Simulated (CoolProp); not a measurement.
The fluid at 492.88 K and 0.497 MPa is compressed adiabatically to 1.98 MPa with isentropic efficiency 0.8. The same conditions are run with several fluids, on thermodynamics alone (safety and materials aside).

Values from CoolProp's reference Helmholtz-energy equation of state of each fluid (m-xylene: Zhou 2012; ethane: Bücker 2006; ammonia: Gao 2020).

| fluid | work (kJ/kg) | final temperature (K) | final phase | final density (kg/m³) |
|---|---|---|---|---|
| m-xylene | … | 571.1 | two-phase, vapour fraction 0.659 | 99.0 |
| ethane | … | 586.8 | gas | … |
| ammonia | 472 | 675.9 | gas | … |

Task: Complete the blanks.

Result: 
- m-xylene, work (kJ/kg): 49.2
- ethane, work (kJ/kg): 251
- ethane, final density (kg/m³): 12.3
- ammonia, final density (kg/m³): 6.05
